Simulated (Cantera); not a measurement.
**Equilibrium for nitride etching: BN + H₂O**

A closed system holds: 1 mol BN, 0.11 mol H₂O, at 2.30 Pa.

These are equilibrium values from Cantera (NASA tables, ideal gas, pure condensed phases), not measurements of a reactor. Candidate condensed phases: B, BN, B₂O₃, B₃O₃H₃, H₂O; 39 gas species. Mutual solubility and eutectic melting of coexisting phases are not modelled. The tables' values for BH₂ are old estimates; treat these amounts as uncertain. Rates play no part.

| T (K) | x H₂ | x N₂ | x BO | x B₂O₂ | x H | x B₂O₃ | x HBO | x HBO₂ | x B | n BN(s) | n B₂O₃(l) | n B(s) |
|---|---|---|---|---|---|---|---|---|---|---|---|---|
| 850 | 0.750 | 0.250 | <1e-12 | <1e-12 | 3.70e-9 | 2.95e-11 | 3.50e-9 | 1.53e-6 | <1e-12 | 0.927 | 0.0367 | 0 |
| 1050 | 0.750 | 0.250 | 1.17e-9 | 5.47e-9 | 1.46e-6 | 1.42e-6 | 9.70e-6 | 0.000167 | <1e-12 | 0.927 | 0.0366 | 0 |
| 1250 | 0.744 | 0.249 | 9.26e-6 | 9.09e-5 | 8.69e-5 | 0.00192 | 0.00200 | 0.00369 | <1e-12 | 0.927 | 0.0359 | 0 |
| 1450 | 0.531 | 0.215 | 0.00436 | 0.0530 | 0.00144 | 0.124 | 0.0573 | 0.0142 | 3.00e-10 | 0.917 | 0 | 0 |
| 1650 | 0.425 | 0.237 | 0.0664 | 0.140 | 0.0124 | 0.0102 | 0.107 | 0.000952 | 9.49e-7 | 0.893 | 0 | 0 |
| 1850 | 0.236 | 0.454 | 0.177 | 0.0305 | 0.0545 | 6.27e-5 | 0.0455 | 1.27e-5 | 0.000389 | 0.650 | 0 | 0.239 |
| 2050 | 0.0743 | 0.643 | 0.132 | 0.00102 | 0.129 | 1.53e-7 | 0.00548 | 1.21e-7 | 0.0130 | 0 | 0 | 0.878 |
x: gas mole fraction; n: condensed amount in mol.

From 850 K to 1250 K the condensed part is BN(s) + B₂O₃(l). From 1450 K to 1650 K the condensed part is BN(s). At 1850 K the condensed part is B(s) + BN(s). At 2050 K the condensed part is B(s). The main B-bearing gas is HBO₂ at 850 K and BO at 2050 K.
